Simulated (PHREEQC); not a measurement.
AlCl3 is added in steps, without added water, to 1 kg of water holding 0.026 mol/kgw ZnSO4, 7.9e-05 mol/kgw Na2SO4 and 0.12 mol/kgw HCl, at 25 °C. Oxygen is held at 0.21 atm. CO2 from the air is kept out. Solids allowed: Al(OH)3(a), Zn(OH)2-e, Zn4(OH)6SO4, Zn5(OH)8Cl2, Basaluminite, Halite, Mirabilite, Goslarite. Others were left out.

Base run: PHREEQC, ion-association model, wateq4f.dat. Each further column changes one thing. The table gives pH.

```
AlCl3 added (mol)  base  ZnSO4 from 0.026 to 0.0052 mol/kgw  diluted 5-fold with water  HCl from 0.12 to 0.18 mol/kgw  no solid may form
-----------------  ----  ----------------------------------  -------------------------  -----------------------------  -----------------
0                  1.09                                1.03                       1.73                           0.90               1.09
0.021              1.07                                1.03                       1.73                           0.89               1.07
0.039              1.07                                1.04                       1.73                           0.89               1.07
0.06               1.07                                1.04                       1.74                           0.89               1.07
0.081              1.07                                1.05                       1.74                           0.89               1.07
0.099              1.07                                1.05                       1.75                           0.89               1.07
0.12               1.07                                1.05                       1.75                           0.89               1.07
```

The ionic strength passes 0.7 mol/kgw, the rough limit of the ion-association models, in part of: base; ZnSO4 from 0.026 to 0.0052 mol/kgw; diluted 5-fold with water; HCl from 0.12 to 0.18 mol/kgw; no solid may form.
